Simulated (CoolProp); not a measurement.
Saturated liquid density (kg/m³) of c-C4F8 (RC318): the reference equation beside estimates from Tc = 115.2 °C, pc = 2.778 MPa, ω = 0.355.

Model: reference Helmholtz-energy equation of state, Platzer 1990, in CoolProp. This equation is an older, rougher fit; its heat capacities, sound speeds and derivatives of the liquid may be far off and weren't checked against measurements.

| T (°C) | reference | van der Waals | Peng-Robinson |
|---|---|---|---|
| 12.25 | 1548 | 951.2 | 1647 |
| 18.25 | 1525 | 936.8 | 1620 |
| 24.25 | 1501 | 921.9 | 1591 |
| 30.25 | 1477 | 906.4 | 1560 |
| 36.25 | 1451 | 890.3 | 1528 |
| 42.25 | 1425 | 873.6 | 1493 |
| 48.25 | 1398 | 856.1 | 1457 |
| 54.25 | 1369 | 837.8 | 1418 |
| 60.25 | 1339 | 818.5 | 1376 |
| 66.25 | 1307 | 798.0 | 1331 |
| 72.25 | 1273 | 776.3 | 1283 |
| 78.25 | 1236 | 752.9 | 1230 |

Absolute difference from the reference over all 12 rows, mean and median: van der Waals 38.8 and 38.7 %, Peng-Robinson 4.0 and 4.5 %.
